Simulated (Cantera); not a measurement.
A closed system holds: 1 mol borazine, 40 mol N2, 71 mol H2.

Cantera equilibrium calculation (NASA polynomials, part measured and part estimated; ideal gas, pure solids and liquids). Candidate condensed phases: B, BN; 15 gas species. The feed counts by its element totals alone. Equilibrium is a limit: real reactors are often held back by kinetics, nucleation or transport.

Stable condensed phases, one row left out:

```
T in °C \ P in Pa
             10     28     77    220    600   1700   4600  13000  36000 100000
   2075       A      A      A      B      B      B      C      C      C      C
   1925       A      B      B      B      C      C      C      C      C      C
   1850       B      B      B      C      C      C      C      C      C      C
   1775       B      B      C      C      C      C      C      C      C      C
   1700       B      C      C      C      C      C      C      C      C      C
   1625       C      C      C      C      C      C      C      C      C      C
   1550       C      C      C      C      C      C      C      C      C      C
   1475       C      C      C      C      C      C      C      C      C      C
   1400       C      C      C      C      C      C      C      C      C      C
   1325       C      C      C      C      C      C      C      C      C      C
   1250       C      C      C      C      C      C      C      C      C      C
```

A: gas only; B: B; C: BN.

Q: Give the row for 2000 °C.

A: 10: gas only; 28: gas only; 77: B; 220: B; 600: B; 1700: BN; 4600: BN; 13000: BN; 36000: BN; 100000: BN.
